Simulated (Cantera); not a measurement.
A perfectly stirred reactor is fed with N2O : H2 : N2 = 1 : 0.0036 : 4.6 (molar parts), at 4000 Pa; it is held at 1600 K, and followed from long to short residence time.

Detailed kinetics in Cantera: GRI-Mech 3.0 (53 species, 325 reactions). GRI-Mech 3.0 was tuned for natural gas; its chemistry of N2O as a main component is partial and can be far from experiment. Radical loss at walls, strong at low pressure, is not modelled. The temperature is held fixed by assumption; the heat of reaction is taken as removed at once.

Problem. What does this change do: temperature 1600 to 1050 K?

Solution. 
```csv
quantity,before,after
x(N2O) at τ = 9.60 s,0.00270,0.176
x(H2) at τ = 9.60 s,8.14e-7,8.44e-5
x(H) at τ = 9.60 s,1.13e-6,1.48e-8
x(O2) at τ = 9.60 s,0.0625,0.000760
x(H2O) at τ = 9.60 s,0.000562,0.000557
x(N2O) at τ = 31.0 ms,0.144,0.178
x(H2) at τ = 31.0 ms,7.16e-5,0.000637
x(H) at τ = 31.0 ms,1.29e-6,4.48e-8
x(O2) at τ = 31.0 ms,0.0113,2.14e-6
x(H2O) at τ = 31.0 ms,0.000513,5.00e-6
```
The mechanism lacks the step 2 NO + O2 → 2 NO2, which can matter for NO2 below about 1400 K.

Problem. What does this change do: H2 0.0036 to 0.0011 parts?

Solution. 
```json
[
 {"quantity": "x(N2O) at τ = 9.60 s", "before": "0.00270", "after": "0.00274"},
 {"quantity": "x(H2) at τ = 9.60 s", "before": "8.14e-7", "after": "2.79e-7"},
 {"quantity": "x(H) at τ = 9.60 s", "before": "1.13e-6", "after": "6.52e-7"},
 {"quantity": "x(O2) at τ = 9.60 s", "before": "0.0625", "after": "0.0618"},
 {"quantity": "x(H2O) at τ = 9.60 s", "before": "0.000562", "after": "0.000165"},
 {"quantity": "x(N2O) at τ = 31.0 ms", "before": "0.144", "after": "0.144"},
 {"quantity": "x(H2) at τ = 31.0 ms", "before": "7.16e-5", "after": "2.71e-5"},
 {"quantity": "x(H) at τ = 31.0 ms", "before": "1.29e-6", "after": "6.65e-7"},
 {"quantity": "x(O2) at τ = 31.0 ms", "before": "0.0113", "after": "0.0111"},
 {"quantity": "x(H2O) at τ = 31.0 ms", "before": "0.000513", "after": "0.000139"}
]
```
